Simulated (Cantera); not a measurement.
Cantera with NASA thermochemical tables; ideal gases at 1 bar, condensed phases pure. Values are per mole of reaction as written; species without (g) are pure solids or liquids, kept so even where they would boil at 1 bar.

SF₆(g) → 6 F(g) + S

| T (K) | ΔH° (kJ) | ΔS° (J/K) | ΔG° (kJ) | log10 K | condensed phases |
|---|---|---|---|---|---|
| 300 | 1697.0 | 693.4 | 1488.9 | -259.24 | S(s) |
| 573 | 1712.3 | 731.0 | 1293.5 | -117.91 | S(l) |
| 598 | ___ | ___ | ___ | ___ | S(l) |
| 623 | 1713.8 | 733.6 | 1256.8 | -105.38 | S(l) |
| 648 | 1714.5 | 734.6 | 1238.5 | -99.83 | S(l) |
| 673 | 1715.0 | 735.4 | 1220.1 | -94.70 | S(l) |
| 698 | 1715.5 | 736.2 | 1201.7 | -89.93 | S(l) |
| 723 | 1716.0 | 736.8 | 1183.3 | -85.49 | S(l) |
| 748 | 1716.4 | 737.4 | 1164.9 | -81.34 | S(l) |
| 773 | ___ | ___ | ___ | ___ | S(l) |
| 798 | 1717.2 | 738.4 | 1128.0 | -73.83 | S(l) |
| 823 | 1717.6 | 738.8 | 1109.5 | -70.42 | S(l) |

Complete the blanks.


- 598, ΔH° (kJ): 1713.1
- 598, ΔS° (J/K): 732.4
- 598, ΔG° (kJ): 1275.2
- 598, log10 K: -111.38
- 773, ΔH° (kJ): 1716.8
- 773, ΔS° (J/K): 737.9
- 773, ΔG° (kJ): 1146.4
- 773, log10 K: -77.47
